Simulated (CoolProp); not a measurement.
Vapour-liquid equilibrium of R22 (1) + R123 (2) at 822 kPa; x and y are mole fractions of (1).

Model: multi-fluid Helmholtz-energy mixture model, Kamei 1995 and Younglove 1994; pair parameters Bell 2016, in CoolProp.

```csv
x,"bubble temperature, mixture model (°C)","bubble temperature, Raoult's law (°C)","y, mixture model","y, Raoult's law"
0.05,?,90.4,0.183,0.272
0.2,71.3,66.0,0.573,0.671
0.35,?,50.2,?,0.831
0.5,41.1,39.0,0.878,0.909
0.65,31.7,30.4,0.935,0.953
0.8,24.4,23.6,0.969,0.979
0.95,18.3,18.1,?,0.996
```

What belongs in the gaps?


- 0.05, bubble temperature, mixture model (°C): 93.7
- 0.35, bubble temperature, mixture model (°C): 53.9
- 0.35, y, mixture model: 0.775
- 0.95, y, mixture model: 0.993

The largest gap from Raoult's law is +5.3 K in bubble temperature, at x = 0.2. No azeotrope shows between x = 0.05 and 0.95.

Pair parameters are fitted to limited data, so mixtures are less certain than the pure fluids.
